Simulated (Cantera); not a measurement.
A closed system holds: 1 mol CS₂, a varied amount of O₂, 8.4 mol N₂, at 1023 K and 22.0 bar.

Cantera equilibrium calculation (NASA polynomials, part measured and part estimated; ideal gas, pure solids and liquids). Candidate condensed phases: C, S; 35 gas species. Gases not in the tables: S₃ to S₇. The numbers say what is thermodynamically allowed, not how fast it happens.

x: gas mole fraction; n: condensed amount in mol.

| n(O₂) (mol) | x N₂ | x SO₂ | x SO₃ | x CO₂ | x O₂ | x CS₂ | x S₂ | x COS | x CO | n C(graphite) |
|---|---|---|---|---|---|---|---|---|---|---|
| 0.072 | 0.884 | 3.20e-10 | <1e-12 | 0.000231 | <1e-12 | 0.0889 | 0.0118 | 0.00928 | 0.00542 | 0.0141 |
| 0.13 | 0.878 | 2.60e-9 | <1e-12 | 0.000900 | <1e-12 | 0.0782 | 0.0177 | 0.0172 | 0.00819 | 0 |
| 0.24 | 0.867 | 3.42e-8 | <1e-12 | 0.00389 | <1e-12 | 0.0575 | 0.0303 | 0.0306 | 0.0111 | 0 |
| 0.44 | 0.848 | 6.24e-7 | <1e-12 | 0.0163 | <1e-12 | 0.0284 | 0.0505 | 0.0440 | 0.0124 | 0 |
| 0.8 | 0.822 | [?] | <1e-12 | [?] | <1e-12 | [?] | [?] | [?] | [?] | 0 |
| 1.5 | 0.790 | 0.0460 | 2.77e-9 | 0.0926 | <1e-12 | 3.32e-6 | 0.0665 | 0.00114 | 0.000279 | 0 |
| 2.7 | 0.747 | [?] | [?] | 0.0887 | <1e-12 | [?] | [?] | [?] | [?] | 0 |
| 4.8 | 0.670 | 0.0539 | 0.106 | 0.0798 | 0.0907 | <1e-12 | <1e-12 | <1e-12 | 7.38e-12 | 0 |

Problem. Complete the blanks.

Solution. 
- 0.8, x SO₂: 4.59e-5
- 0.8, x CO₂: 0.0614
- 0.8, x CS₂: 0.00292
- 0.8, x S₂: 0.0801
- 0.8, x COS: 0.0274
- 0.8, x CO: 0.00613
- 2.7, x SO₂: 0.150
- 2.7, x SO₃: 2.52e-8
- 2.7, x CS₂: 7.34e-8
- 2.7, x S₂: 0.0119
- 2.7, x COS: 0.000165
- 2.7, x CO: 9.60e-5
